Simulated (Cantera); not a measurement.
Cantera run:

```python
import numpy as np
import cantera as ct

gas_names = """
    F F2 Mg MgF MgF2 MgN Mg2 Mg2F4 N NF NF2 NF3 N2
""".split()
cond_names = """
    Mg(cr) Mg(L) MgF2(s) MgF2(L)
""".split()


# ... load() reads the species with a 1 bar reference pressure and builds the phases ...
atoms = {
    'MgF2': {'Mg': 1, 'F': 2},
    'N2': {'N': 2},
}
top_T = {}  # K; cautious upper limits of use, not melting points


# ... equilibrate(T, P, feed) seeds the gas with the atoms and calls Mixture.equilibrate('TP', solver="vcs", rtol=1e-11, max_steps=5000) ...
results = []
feed = {'MgF2': 1, 'N2': 160}  # mol
P = 12000  # Pa
for T in [675, 775, 875, 975, 1075, 1175, 1275, 1375, 1475, 1575, 1675, 1775, 1875, 1975]:
    mix = equilibrate(T, P, feed)
    results.append((T, P, feed, dict(zip(mix.species_names, mix.species_moles))))

top = {s: max(r[3][s] / sum(r[3][g] for g in gas_names) for r in results) for s in gas_names}
cols = sorted((s for s in top if top[s] > 0.0001), key=lambda s: -top[s])[:8]
seen = [c for c in cond_names if any(r[3].get(c, 0) > 1e-12 for r in results)]
print("log10 of partial pressures in bar; condensed amounts in mol")
print(f"{'T/K':>10s}" + "".join(f"{s[:9]:>10s}" for s in cols + seen))
for T, P, feed, n in results:
    ng = sum(n[g] for g in gas_names)
    print(f"{T:10.4g}" + "".join(f"{np.log10(max(n[s] / ng * P / 1e5, 1e-99)):10.3f}" for s in cols)
          + "".join(f"{n.get(c, 0):10.4g}" for c in seen))
```

Result:

```
log10 of partial pressures in bar; condensed amounts in mol
       T/K        N2      MgF2   MgF2(s)   MgF2(L)
       675    -0.921   -20.578         1         0
       775    -0.921   -16.689         1         0
       875    -0.921   -13.706         1         0
       975    -0.921   -11.350         1         0
      1075    -0.921    -9.443         1         0
      1175    -0.921    -7.871         1         0
      1275    -0.921    -6.554    0.9996         0
      1375    -0.921    -5.436    0.9951         0
      1475    -0.921    -4.477    0.9555         0
      1575    -0.922    -3.694         0    0.7299
      1675    -0.924    -3.128         0         0
      1775    -0.924    -3.128         0         0
      1875    -0.924    -3.128         0         0
      1975    -0.924    -3.129         0         0
```

Equilibrium computed with Cantera from the NASA thermochemical tables; the gas is ideal and each condensed phase is pure.
